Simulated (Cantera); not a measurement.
A freely propagating, adiabatic, planar premixed flame of H2 : O2 : N2 = 1 : 0.667 : 2.51 (molar parts), unburnt at 650 K and 1.50 bar; mixture-averaged transport, grid criteria slope 0.08 and curve 0.16, no radiation.

Model: the H2/O2 subset of GRI-Mech 3.0, which has no nitrogen chemistry, integrated in Cantera. Burning velocities carry a grid error of a few per cent, more on coarse grids.

x: mole fraction of selected species; z is measured from the peak of heat release.

| z (mm) | T (K) | u (m/s) | x H2 | x O2 | x H2O | x H2O2 | x O | x HO2 |
|---|---|---|---|---|---|---|---|---|
| -0.823 | 650 | 6.80 | 0.239 | 0.160 | <1e-8 | <1e-8 | <1e-8 | <1e-8 |
| -0.549 | 650 | 6.80 | 0.239 | 0.160 | <1e-8 | <1e-8 | <1e-8 | <1e-8 |
| -0.412 | 650 | 6.80 | 0.239 | 0.160 | <1e-8 | <1e-8 | <1e-8 | <1e-8 |
| -0.274 | 650 | 6.80 | 0.239 | 0.160 | 6.76e-7 | <1e-8 | <1e-8 | 1.21e-6 |
| -0.137 | 673 | 6.98 | 0.232 | 0.160 | 0.00125 | 5.96e-6 | 1.34e-5 | 0.000303 |
| -0.0686 | 882 | 8.92 | 0.194 | 0.155 | 0.0224 | 1.92e-5 | 0.000488 | 0.000261 |
| 0 | 1286 | 12.6 | 0.106 | 0.118 | 0.103 | 9.19e-6 | 0.00578 | 0.000132 |
| 0.0686 | [?] | 15.3 | [?] | [?] | [?] | [?] | [?] | [?] |
| 0.137 | 1734 | 16.7 | 0.0271 | 0.0576 | 0.205 | 2.24e-6 | 0.0139 | 4.62e-5 |
| 0.274 | 1893 | 18.1 | [?] | 0.0522 | 0.218 | [?] | [?] | [?] |
| 0.549 | 2044 | 19.3 | 0.0175 | 0.0490 | 0.231 | 7.04e-7 | 0.00849 | 2.01e-5 |
| 1.10 | 2172 | 20.3 | 0.0120 | 0.0467 | 0.243 | 4.73e-7 | 0.00535 | 1.20e-5 |
| 2.20 | 2265 | 21.1 | 0.00705 | 0.0454 | 0.253 | 3.56e-7 | 0.00295 | 7.33e-6 |

Q: Some entries are withheld; supply them.

A: 
- 0.0686, T (K): 1581
- 0.0686, x H2: 0.0424
- 0.0686, x O2: 0.0721
- 0.0686, x H2O: 0.180
- 0.0686, x H2O2: 4.02e-6
- 0.0686, x O: 0.0127
- 0.0686, x HO2: 6.88e-5
- 0.274, x H2: 0.0221
- 0.274, x H2O2: 1.20e-6
- 0.274, x O: 0.0118
- 0.274, x HO2: 3.14e-5
